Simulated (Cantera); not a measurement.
A perfectly stirred reactor is fed with CH₄ : O₂ : N₂ = 1 : 4.44 : 16.7 (molar parts), at 1000000 Pa; it is adiabatic with a 598 K inlet, and is followed from long to short residence time, starting on the burning branch (τ in s: 0.12, 0.053, 0.023, 0.01, 0.0044, 0.0019, 0.00085, 0.00037, 0.00016, 7.1e-05, 3.1e-05, 1.4e-05).

Cantera simulation using GRI-Mech 3.0 (53 species, 325 reactions); the numbers are that mechanism's predictions, not measurements.

Problem. What does this change do: pressure from 1000000 Pa to 500000 Pa?

Solution. 
```
quantity                                                                       before                                 after
------------------------------------------------  -----------------------------------  ------------------------------------
blow-out, bracketed by the residence times tried  burning at 1.90 ms, out at 0.850 ms  burning at 0.850 ms, out at 0.370 ms
x(CH₄) at τ = 0.120 s                                                         8.48e-6                               1.02e-5
x(O₂) at τ = 0.120 s                                                            0.110                                 0.110
x(C₂H) at τ = 0.120 s                                                          <1e-12                                <1e-12
x(CO) at τ = 0.120 s                                                          8.46e-5                              0.000111
x(H₂) at τ = 0.120 s                                                          3.76e-6                               7.03e-6
x(CH₄) at τ = 0.850 ms                                                         0.0452                              0.000472
x(O₂) at τ = 0.850 ms                                                           0.201                                 0.114
x(C₂H) at τ = 0.850 ms                                                         <1e-12                              4.68e-11
x(CO) at τ = 0.850 ms                                                          <1e-12                               0.00551
x(H₂) at τ = 0.850 ms                                                          <1e-12                              0.000309
```

Problem. What does this change do: 1.5 parts H2 added?

Solution. 
```
quantity                                                                       before                               after
------------------------------------------------  -----------------------------------  ----------------------------------
blow-out, bracketed by the residence times tried  burning at 1.90 ms, out at 0.850 ms  burning at 31.0 µs, out at 14.0 µs
x(CH₄) at τ = 0.120 s                                                         8.48e-6                             7.76e-7
x(O₂) at τ = 0.120 s                                                            0.110                              0.0734
x(C₂H) at τ = 0.120 s                                                          <1e-12                              <1e-12
x(CO) at τ = 0.120 s                                                          8.46e-5                             7.52e-5
x(H₂) at τ = 0.120 s                                                          3.76e-6                             5.16e-5
x(CH₄) at τ = 0.850 ms                                                         0.0452                             4.89e-5
x(O₂) at τ = 0.850 ms                                                           0.201                              0.0740
x(C₂H) at τ = 0.850 ms                                                         <1e-12                            4.64e-11
x(CO) at τ = 0.850 ms                                                          <1e-12                             0.00107
x(H₂) at τ = 0.850 ms                                                          <1e-12                            0.000371
```

Problem. What does this change do: pressure from 1000000 Pa to 190000 Pa?

Solution. 
| quantity | before | after |
|---|---|---|
| blow-out, bracketed by the residence times tried | burning at 1.90 ms, out at 0.850 ms | burning at 0.370 ms, out at 0.160 ms |
| x(CH₄) at τ = 0.120 s | 8.48e-6 | 1.26e-5 |
| x(O₂) at τ = 0.120 s | 0.110 | 0.110 |
| x(C₂H) at τ = 0.120 s | <1e-12 | <1e-12 |
| x(CO) at τ = 0.120 s | 8.46e-5 | 0.000166 |
| x(H₂) at τ = 0.120 s | 3.76e-6 | 1.92e-5 |
| x(CH₄) at τ = 0.850 ms | 0.0452 | 0.000390 |
| x(O₂) at τ = 0.850 ms | 0.201 | 0.113 |
| x(C₂H) at τ = 0.850 ms | <1e-12 | 1.20e-11 |
| x(CO) at τ = 0.850 ms | <1e-12 | 0.00574 |
| x(H₂) at τ = 0.850 ms | <1e-12 | 0.000545 |
